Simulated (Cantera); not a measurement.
A closed system holds: 1 mol B2H6, 25 mol N2, equilibrated at 2373.15 K and 0.840 bar.

These are equilibrium values from Cantera (NASA tables, ideal gas, pure condensed phases), not measurements of a reactor. Candidate condensed phases: B, BN; 15 gas species. The feed counts by its element totals alone. The tables' values for BH2 are old estimates; treat these amounts as uncertain. Kinetics and transport are ignored.

Base state: N2 0.887, H2 0.108, H 0.00502, BH2 4.00e-5 (mole fractions); condensed: BN(s).

Problem. What changes in the equilibrium state with this change: pressure from 0.840 bar to 0.000260 bar?

Solution. 
```json
[
 {"species": "N2", "before": "0.887", "after": "0.776"},
 {"species": "H", "before": "0.00502", "after": "0.137"},
 {"species": "B", "before": "3.84e-6", "after": "0.0615"},
 {"species": "H2", "before": "0.108", "after": "0.0248"},
 {"species": "BN", "before": "1.59e-6", "after": "0.000420"},
 {"species": "BH", "before": "8.34e-7", "after": "0.000113"},
 {"species": "BH2", "before": "4.00e-5", "after": "4.55e-5"},
 {"species": "BN(s), mol", "before": "2.00", "after": "0"}
]
```

Problem. What changes in the equilibrium state with this change: B2H6 replaced by B2O3?

Solution. 
```tsv
species	before	after
N2	0.887	0.960
B2O3	0	0.0369
BO	0	0.00139
H2	0.108	0
H	0.00502	0
BO2	0	0.00134
BN(s), mol	2.00	0
```
Further candidate phases: B2O3.

Problem. What changes in the equilibrium state with this change: pressure from 0.840 bar to 0.150 bar?

Solution. 
```csv
species,before,after
N2,0.887,0.884
H2,0.108,0.105
H,0.00502,0.0117
BH2,4.00e-5,9.15e-5
B,3.84e-6,5.10e-5
"BN(s), mol",2.00,2.00
```
